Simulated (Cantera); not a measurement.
Charge: 1 mol CH4, a varied amount of O2, at 1850 K and 7.50 Torr.

Method: chemical equilibrium by Gibbs-energy minimisation in Cantera with the NASA 1993 tables (ideal gas, pure condensed phases). Candidate condensed phases: C, C6H6, C7H8, C8H18, H2O; 110 gas species. The numbers say what is thermodynamically allowed, not how fast it happens.

Task: What share of the C ends up in condensed phases as a function of n(O2) (mol), at 0.2, 0.32, 0.44, 0.55, 0.67, 0.79, 0.91, 1?

Result: 
```csv
n(O2) (mol),C condensed (%),as
0.2,59.9,C(graphite)
0.32,35.9,C(graphite)
0.44,11.9,C(graphite)
0.55,0.0,-
0.67,0.0,-
0.79,0.0,-
0.91,0.0,-
1,0.0,-
```
